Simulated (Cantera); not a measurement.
An isothermal, constant-pressure homogeneous reactor starts with C₂H₄ : H₂ : H₂O = 1 : 32 : 0.51 (molar parts), at 1573 K and 45.8 Torr.

Cantera simulation using GRI-Mech 3.0 (53 species, 325 reactions); the numbers are that mechanism's predictions, not measurements. GRI-Mech 3.0 was tuned for natural gas; its chemistry of ethylene as a main component is partial and can be far from experiment. GRI-Mech 3.0 stops at C3 and has no aromatics, soot or wall deposition, so with more carbon than oxygen in the feed, carbon stays in small species such as C2H2 where larger ones or solid carbon would form.

x: mole fraction; the columns are a selection and need not sum to one.

| t (s) | x C₂H₄ | x H₂ | x H | x CH₄ | x CH₂ | x CH₃ | x C₂H |
|---|---|---|---|---|---|---|---|
| 0.000400 | 0.0297 | 0.955 | 2.78e-7 | 1.03e-9 | 2.30e-12 | 8.74e-11 | <1e-12 |
| 0.00106 | 0.0295 | 0.955 | (withheld) | (withheld) | 6.31e-12 | 3.50e-10 | <1e-12 |
| 0.00282 | 0.0289 | 0.955 | 2.06e-6 | 1.16e-7 | 1.73e-11 | 1.46e-9 | 5.67e-12 |
| 0.00750 | 0.0272 | 0.955 | 6.14e-6 | 1.21e-6 | 4.92e-11 | 5.64e-9 | 4.72e-11 |
| 0.0199 | 0.0221 | 0.955 | 1.87e-5 | 1.04e-5 | 1.34e-10 | 1.95e-8 | 4.27e-10 |
| 0.0529 | 0.00967 | 0.956 | 3.69e-5 | 4.75e-5 | 2.21e-10 | 5.11e-8 | 2.18e-9 |
| 0.141 | 0.000575 | 0.956 | 7.91e-5 | 8.58e-5 | 2.88e-10 | 1.47e-7 | 6.79e-9 |
| 0.373 | 0.000234 | 0.956 | 0.000161 | (withheld) | 4.05e-10 | (withheld) | 1.40e-8 |
| 0.992 | 0.000233 | 0.956 | 0.000168 | 0.000288 | 5.00e-10 | 1.03e-6 | 1.45e-8 |
| 2.64 | 0.000231 | 0.956 | 0.000168 | 0.000692 | 7.17e-10 | 2.47e-6 | 1.43e-8 |
| 7.00 | 0.000225 | 0.956 | 0.000166 | 0.00168 | 1.23e-9 | 5.91e-6 | 1.38e-8 |

Problem. Some entries are withheld; supply them.

Solution. 
- 0.00106, x H: 7.46e-7
- 0.00106, x CH₄: 1.06e-8
- 0.373, x CH₄: 0.000133
- 0.373, x CH₃: 4.57e-7
